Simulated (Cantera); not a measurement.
**Silicon nitride deposition: SiH2Cl2 + NH3 + H2**

Feed: 1 mol SiH2Cl2, 38 mol NH3, 1.2 mol H2, held at 7.70 Pa.

Equilibrium computed with Cantera from the NASA thermochemical tables; the gas is ideal and each condensed phase is pure. Candidate condensed phases: NH4Cl, Si, Si3N4; 28 gas species. The tables' values for SiCl, SiN are old estimates; treat these amounts as uncertain. Rates play no part.

From 723 K to 1423 K the condensed part is Si3N4(s). From 1523 K to 1623 K the condensed part is Si(s). At 1723 K nothing is condensed. The main Si-bearing gas is SiCl4 at 723 K and Si at 1723 K.

| T (K) | log p H2 | log p N2 | log p HCl | log p H | log p Si | log p SiCl2 | log p Cl | n Si3N4(s) | n Si(s) |
|---|---|---|---|---|---|---|---|---|---|
| 723 | -4.24 | -4.75 | -5.71 | -15.20 | <-16 | <-16 | <-16 | 0.333 | 0 |
| 823 | -4.24 | -4.75 | -5.71 | -13.26 | <-16 | -13.96 | -14.71 | 0.333 | 0 |
| 923 | -4.24 | -4.75 | -5.71 | -11.73 | <-16 | -12.13 | -13.21 | 0.333 | 0 |
| 1023 | -4.24 | -4.75 | -5.71 | -10.50 | <-16 | -10.66 | -12.00 | 0.333 | 0 |
| 1123 | -4.24 | -4.75 | -5.71 | -9.49 | -15.80 | -9.45 | -11.01 | 0.333 | 0 |
| 1223 | -4.24 | -4.75 | -5.71 | -8.64 | -13.16 | -8.45 | -10.17 | 0.332 | 0 |
| 1323 | -4.24 | -4.75 | -5.72 | -7.92 | -10.92 | -7.62 | -9.47 | 0.325 | 0 |
| 1423 | -4.24 | -4.74 | -5.76 | -7.30 | -9.00 | -6.98 | -8.90 | 0.297 | 0 |
| 1523 | -4.25 | -4.73 | -5.79 | -6.76 | -7.74 | -6.81 | -8.40 | 0 | 0.820 |
| 1623 | -4.25 | -4.74 | -5.80 | -6.29 | -6.81 | -6.80 | -7.94 | 0 | 0.658 |
| 1723 | -4.26 | -4.74 | -5.80 | -5.87 | -6.11 | -6.90 | -7.52 | 0 | 0 |
log p: log10 of the partial pressure in bar; n: condensed amount in mol.
